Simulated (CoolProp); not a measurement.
Vapour-liquid equilibrium of CHF3 (R23) (1) + propylene (2) at 0.0398 MPa; x and y are mole fractions of (1).

Values from CoolProp's multi-fluid Helmholtz-energy mixture model, Penoncello 2003 and Lemmon 2013; pair parameters Bell 2016.

```tsv
x	bubble temperature, mixture model (K)	bubble temperature, Raoult's law (K)	y, mixture model	y, Raoult's law
0.05	193.9	202.9	0.554	0.241
0.125	185.0	198.2	0.770	0.472
0.2	181.0	194.5	0.838	0.617
0.275	179.0	191.5	0.867	0.715
0.35	178.0	189.0	0.881	0.784
0.425	177.5	186.8	0.888	0.836
0.5	177.3	184.9	0.891	0.875
0.575	177.2	183.2	0.893	0.906
0.65	177.1	181.7	0.894	0.931
0.725	177.0	180.4	0.898	0.951
0.8	176.8	179.2	0.905	0.967
0.875	176.6	178.1	0.922	0.981
0.95	176.4	177.0	0.957	0.993
```

The largest gap from Raoult's law is -13.5 K in bubble temperature, at x = 0.2. No azeotrope shows between x = 0.05 and 0.95.

Pair parameters are fitted to limited data, so mixtures are less certain than the pure fluids. With so large a gap from Raoult's law the liquid may split in two, which this calculation doesn't test in full.
